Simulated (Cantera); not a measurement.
Feed: 1 mol Cu₂O, 160 mol H₂, 3.5 mol N₂, equilibrated at 13.0 Pa.

These are equilibrium values from Cantera (NASA tables, ideal gas, pure condensed phases), not measurements of a reactor. Candidate condensed phases: Cu, CuO, Cu(OH)₂, Cu₂O, H₂O; 27 gas species. Equilibrium is a limit: real reactors are often held back by kinetics, nucleation or transport.

Question: Which condensed phases are stable at each of these points (T (°C)): 502, 602, 702, 802, 902, 1002, 1102, 1202, 1302, 1402, 1502, 1602, 1702?

Answer: 
```
T (°C)  condensed phases  Cu condensed (%)
------  ----------------  ----------------
502                Cu(s)             100.0
602                Cu(s)             100.0
702                Cu(s)             100.0
802                Cu(s)             100.0
902                Cu(s)              99.6
1002               Cu(s)              94.6
1102               Cu(l)              47.9
1202            gas only               0.0
1302            gas only               0.0
1402            gas only               0.0
1502            gas only               0.0
1602            gas only               0.0
1702            gas only               0.0
```

From 502 °C to 1002 °C the condensed part is Cu(s). At 1102 °C the condensed part is Cu(l). From 1202 °C to 1702 °C nothing is condensed.
